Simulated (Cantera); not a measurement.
# Reactions in the system F-S

Cantera with NASA thermochemical tables; ideal gases at 1 bar, condensed phases pure. Values are per mole of reaction as written; species without (g) are pure solids or liquids, kept so even where they would boil at 1 bar.

SF6(g) = S + 3 F2(g)

```csv
T (K),ΔH° (kJ),ΔS° (J/K),ΔG° (kJ),log10 K,condensed phases
300,1220.5,349.0,1115.8,-194.28,S(s)
575,1226.6,364.0,1017.3,-92.41,S(l)
625,1226.9,364.4,999.1,-83.50,S(l)
675,1226.9,364.5,980.9,-75.90,S(l)
725,1226.8,364.3,962.7,-69.36,S(l)
775,1226.6,364.0,944.4,-63.65,S(l)
825,1226.3,363.7,926.2,-58.64,S(l)
875,1226.1,363.5,908.1,-54.21,S(l)
925,1226.0,363.3,889.9,-50.25,S(l)
975,1225.8,363.1,871.7,-46.70,S(l)
```
